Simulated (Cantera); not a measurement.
## Hydrocarbon pyrolysis for carbon deposition

A perfectly stirred reactor is fed with 8.05 % CH₄, 88.5 % H₂, 3.46 % N₂, at 0.0267 bar; it is held at 1650 K, and followed from long to short residence time.

Computed with Cantera and GRI-Mech 3.0 (53 species, 325 reactions). GRI-Mech 3.0 stops at C3 and has no aromatics, soot or wall deposition, so with more carbon than oxygen in the feed, carbon stays in small species such as C2H2 where larger ones or solid carbon would form. Radical loss at walls, strong at low pressure, is not modelled.

```
τ (s)    x CH₄   x H₂     x CH₃       x H     x C₂H    x C₂H₂    x CH₂
------  ------  -----  --------  --------  --------  --------  -------
11      0.0151  0.922  0.000163  0.000489   6.97e-8    0.0301  8.06e-8
4.9     0.0222  0.918  0.000230  0.000469   5.96e-8    0.0268  1.07e-7
2.2     0.0316  0.912  0.000313  0.000445   4.75e-8    0.0223  1.37e-7
1.0     0.0430  0.906  0.000405  0.000421   3.44e-8    0.0170  1.65e-7
0.45    0.0552  0.899  0.000493  0.000397   2.17e-8    0.0113  1.87e-7
0.20    0.0659  0.893  0.000555  0.000372   1.13e-8   0.00623  1.96e-7
0.091   0.0732  0.888  0.000568  0.000341   4.73e-9   0.00283  1.85e-7
0.041   0.0775  0.886  0.000512  0.000290   1.32e-9  0.000924  1.44e-7
0.019   0.0794  0.885  0.000381  0.000210  1.82e-10  0.000176  8.03e-8
0.0084  0.0801  0.885  0.000209  0.000114  6.40e-12   1.14e-5  2.49e-8
```
x: mole fraction; the columns are a selection and need not sum to one.
